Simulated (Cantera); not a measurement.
Source: NASA polynomial tables (part measured, part estimated), evaluated in Cantera. Values are per mole of reaction as written; species without (g) are pure solids or liquids, kept so even where they would boil at 1 bar.

Task: Between 650 and 1550 K, where is each reaction favourable under standard conditions?
- 4 NiS2 + C2H2(g) = 4 NiS + 2 H(g) + 2 CS2(g)

Result: 
- 4 NiS2 + C2H2(g) = 4 NiS + 2 H(g) + 2 CS2(g): ΔG° is 337 kJ at 650 K and -60 kJ at 1550 K; it changes sign between 1350 and 1450 K. ΔH° is 511 kJ and ΔS° 369 J/K at 1550 K.
